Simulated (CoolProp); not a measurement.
Properties of normal hydrogen along the isotherm 59.6 K.

The numbers come from the reference Helmholtz-energy equation of state, Leachman 2009 in CoolProp.

```tsv
p (MPa)	phase	Z	cv (kJ/(kg K))	speed of sound (m/s)	isothermal compressibility (1/MPa)	expansivity (1/kK)
0.81	gas	0.9638	6.344	636.9	1.280	19.01
1.62	supercritical	0.9292	6.422	638.6	0.6611	21.46
2.43	supercritical	0.8985	6.491	645.2	0.4503	23.94
3.24	supercritical	0.8734	6.551	657.7	0.3394	26.17
4.05	supercritical	0.8553	6.602	676.7	0.2673	27.82
4.86	supercritical	0.8454	6.642	701.8	0.2142	28.62
5.67	supercritical	0.8438	6.673	732.5	0.1728	28.49
6.48	supercritical	0.8500	6.697	767.4	0.1400	27.56
```
